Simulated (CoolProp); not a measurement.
Saturation properties of isobutane.

Computed with CoolProp (reference Helmholtz-energy equation of state, Bücker 2006).

| T (°C) | p (kPa) | vapour density (kg/m³) | liquid cp (kJ/(kg K)) | liquid conductivity (mW/(m K)) |
|---|---|---|---|---|
| -88.35 | 1.136 | 0.04302 | [?] | 135 |
| -67.35 | 5.734 | 0.1958 | 1.988 | 127 |
| -46.45 | 20.44 | 0.6387 | 2.068 | [?] |
| -25.55 | 57.02 | 1.655 | 2.157 | 109 |
| -4.55 | 133.2 | 3.649 | 2.259 | 100 |
| 16.35 | 270.2 | [?] | [?] | 92.4 |
| 37.25 | 493.9 | [?] | 2.515 | [?] |
| 58.15 | [?] | 21.46 | 2.688 | 78.2 |

What belongs in the gaps?


- -88.35, liquid cp (kJ/(kg K)): 1.916
- -46.45, liquid conductivity (mW/(m K)): 118
- 16.35, vapour density (kg/m³): 7.111
- 16.35, liquid cp (kJ/(kg K)): 2.376
- 37.25, vapour density (kg/m³): 12.72
- 37.25, liquid conductivity (mW/(m K)): 84.9
- 58.15, p (kPa): 832.6

It boils at -11.7 °C under 1 atm.

Thermal conductivity comes from a separate model (Perkins 2002).
